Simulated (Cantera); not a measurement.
**Thermodynamics of halide evaporation, hydrolysis and transport, feed BaF₂ + H₂O + H₂**

A closed system holds: 1 mol BaF₂, 0.35 mol H₂O, 100 mol H₂, held at 1.10e-5 bar.

Cantera equilibrium calculation (NASA polynomials, part measured and part estimated; ideal gas, pure solids and liquids). Candidate condensed phases: Ba, BaF₂, BaO, Ba(OH)₂, H₂O; 27 gas species. Mutual solubility and eutectic melting of coexisting phases are not modelled. The numbers say what is thermodynamically allowed, not how fast it happens.

```csv
T (K),x H₂,x H,x HF,x BaF₂,x BaF,x H₂O,n BaF₂(s),n BaO(s)
1200,0.994,5.93e-5,0.000772,0.00183,0.000233,0.00321,0.765,0.0269
1250,0.986,0.000145,0.00155,0.00822,0.00118,0.00327,0.0280,0.0184
1300,0.984,0.000331,0.00195,0.00792,0.00192,0.00344,0,0
1350,0.983,0.000713,0.00264,0.00723,0.00259,0.00344,0,0
1400,0.982,0.00145,0.00346,0.00643,0.00336,0.00344,0,0
1450,0.980,0.00282,0.00437,0.00555,0.00419,0.00343,0,0
1500,0.976,0.00524,0.00533,0.00464,0.00503,0.00342,0,0
1550,0.971,0.00936,0.00630,0.00375,0.00579,0.00341,0,0
1600,0.964,0.0161,0.00724,0.00293,0.00641,0.00339,0,0
1650,0.952,0.0267,0.00813,0.00222,0.00683,0.00337,0,0
1700,0.935,0.0430,0.00894,0.00164,0.00700,0.00333,0,0
1750,0.911,0.0669,0.00968,0.00118,0.00693,0.00328,0,0
1800,0.876,0.101,0.0103,0.000836,0.00662,0.00321,0,0
```
x: gas mole fraction; n: condensed amount in mol.

From 1200 K to 1250 K the condensed part is BaF₂(s) + BaO(s). From 1300 K to 1800 K nothing is condensed. The main Ba-bearing gas is BaF₂ at 1200 K and BaF at 1800 K.
